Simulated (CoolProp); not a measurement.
Methanol along the isotherm -15.25 °C: Z from the reference equation and from simpler models built on Tc = 240.2 °C, pc = 8.216 MPa, ω = 0.565; each cubic takes its own stable root.

Computed with CoolProp (reference Helmholtz-energy equation of state, de Reuck 1993).

```tsv
p (MPa)	phase	reference	van der Waals	Peng-Robinson
0.26	liquid	0.004714	0.009621	0.005483
0.493	liquid	(withheld)	0.01823	0.01040
0.934	liquid	0.01692	0.03452	0.01969
1.77	liquid	0.03204	0.06531	0.03731
3.36	liquid	(withheld)	0.1236	0.07080
6.36	liquid	0.1146	0.2328	0.1339
12.1	liquid	0.2170	0.4391	0.2543
22.9	liquid	0.4071	(withheld)	0.4799
43.3	liquid	0.7581	1.519	0.9030
82.2	liquid	1.405	2.810	1.700
```

**Question.** Fill in the missing entries.

**Answer.** 
- 0.493, reference: 0.008936
- 3.36, reference: 0.06074
- 22.9, van der Waals: 0.8195
